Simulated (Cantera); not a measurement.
Input: 1 mol H2O, held at 800 °C and 1.33 mbar.

Equilibrium computed with Cantera from the NASA thermochemical tables; the gas is ideal and each condensed phase is pure. Candidate condensed phases: H2O; 9 gas species. The numbers say what is thermodynamically allowed, not how fast it happens.

Base state: H2O 1.000 (mole fractions); condensed: gas only.

**Question.** What changes in the equilibrium state with this change: temperature from 800 °C to 2875 °C?

**Answer.** 
```csv
species,before,after
H,1.14e-9,0.654
O,<1e-9,0.324
H2,8.81e-6,0.00961
H2O,1.000,0.000314
OH,4.83e-7,0.00790
O2,4.28e-6,0.00415
```
